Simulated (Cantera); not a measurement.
A Cantera script and what it prints.

```python
import numpy as np
import cantera as ct

gas_names = """
    CL CLO CL2 H HCL HOCL HO2 H2 H2O H2O2 O OH O2 O3 Si SiCL SiCL2 SiCL3 SiCL4 SiH SiHCL3 SiH2 SiH2CL2
    SiH3 SiH3CL SiH4 SiO SiO2 Si2 Si3
""".split()
cond_names = """
    H2O(s) H2O(L) Si(cr) Si(L) SiO2(Lqz) SiO2(hqz) SiO2(L)
""".split()


# ... load() reads the species with a 1 bar reference pressure and builds the phases ...
atoms = {
    'SiH2Cl2': {'Si': 1, 'H': 2, 'CL': 2},
    'H2O': {'H': 2, 'O': 1},
    'H2': {'H': 2},
}
top_T = {}  # K; cautious upper limits of use, not melting points


# ... equilibrate(T, P, feed) seeds the gas with the atoms and calls Mixture.equilibrate('TP', solver="vcs", rtol=1e-11, max_steps=5000) ...
results = []
feed = {'SiH2Cl2': 1, 'H2O': 0.89, 'H2': 13}  # mol
P = 3400  # Pa
for T in [825, 900, 975, 1050, 1125, 1200, 1275]:
    mix = equilibrate(T, P, feed)
    results.append((T, P, feed, dict(zip(mix.species_names, mix.species_moles))))

top = {s: max(r[3][s] / sum(r[3][g] for g in gas_names) for r in results) for s in gas_names}
cols = sorted((s for s in top if top[s] > 0.001), key=lambda s: -top[s])[:6]
seen = [c for c in cond_names if any(r[3].get(c, 0) > 1e-12 for r in results)]
print("log10 of partial pressures in bar; condensed amounts in mol")
print(f"{'T/K':>10s}" + "".join(f"{s[:9]:>10s}" for s in cols + seen))
for T, P, feed, n in results:
    ng = sum(n[g] for g in gas_names)
    print(f"{T:10.4g}" + "".join(f"{np.log10(max(n[s] / ng * P / 1e5, 1e-99)):10.3f}" for s in cols)
          + "".join(f"{n.get(c, 0):10.4g}" for c in seen))
```

Output:

```
log10 of partial pressures in bar; condensed amounts in mol
       T/K        H2       HCL     SiCL4     SiCL2    SiHCL3     SiCL3    Si(cr) SiO2(Lqz) SiO2(hqz)
       825    -1.485    -3.964    -3.076    -6.398    -3.506    -5.710   0.02946     0.445         0
       900    -1.486    -3.594    -3.092    -5.568    -3.531    -5.169   0.04684         0     0.445
       975    -1.489    -3.288    -3.127    -4.879    -3.571    -4.729   0.07551         0     0.445
      1050    -1.493    -3.038    -3.197    -4.311    -3.636    -4.383    0.1149         0     0.445
      1125    -1.499    -2.841    -3.329    -3.857    -3.747    -4.138    0.1575         0     0.445
      1200    -1.506    -2.700    -3.565    -3.522    -3.936    -4.015    0.1895         0    0.4449
      1275    -1.511    -2.618    -3.941    -3.312    -4.228    -4.033    0.2018         0    0.4441
```

Equilibrium computed with Cantera from the NASA thermochemical tables; the gas is ideal and each condensed phase is pure. Mutual solubility and eutectic melting of coexisting phases are not modelled. The tables' values for SiCl3 are old estimates; treat these amounts as uncertain. The tables hold silica as quartz up to 1696 K and as liquid above; real silica turns to tridymite and cristobalite and melts near 1996 K.
